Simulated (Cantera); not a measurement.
## Thermodynamics of carbon deposition, reforming and gasification, feed n-butane + O2 + H2

Charge: 1 mol n-butane, 0.82 mol O2, 0.44 mol H2, at 3.80 bar.

Method: chemical equilibrium by Gibbs-energy minimisation in Cantera with the NASA 1993 tables (ideal gas, pure condensed phases). Candidate condensed phases: C, C6H6, C7H8, C8H18, H2O; 110 gas species. Equilibrium is a limit: real reactors are often held back by kinetics, nucleation or transport.

```
T (K)  log p H2  log p CO  log p H  log p C2H2 (acetylene)  log p CH4  log p H2O  n C(graphite)
-----  --------  --------  -------  ----------------------  ---------  ---------  -------------
1373       0.46     -0.06    -5.25                   -5.30      -1.38      -1.93           2.31
1573       0.46     -0.05    -4.16                   -4.22      -1.81      -2.58           2.34
1773       0.46     -0.05    -3.31                   -3.39      -2.15      -3.08           2.35
1973       0.46     -0.06    -2.64                   -2.73      -2.41      -3.47           2.35
2173       0.46     -0.06    -2.09                   -2.19      -2.63      -3.80           2.33
2373       0.46     -0.06    -1.63                   -1.75      -2.81      -4.07           2.29
2573       0.45     -0.06    -1.24                   -1.39      -2.97      -4.30           2.20
2773       0.44     -0.06    -0.91                   -1.08      -3.12      -4.50           2.03
2973       0.41     -0.07    -0.63                   -0.83      -3.28      -4.70           1.75
```
log p: log10 of the partial pressure in bar; n: condensed amount in mol.

From 1373 K to 2973 K the condensed part is C(graphite). The main C-bearing gas is CO throughout.
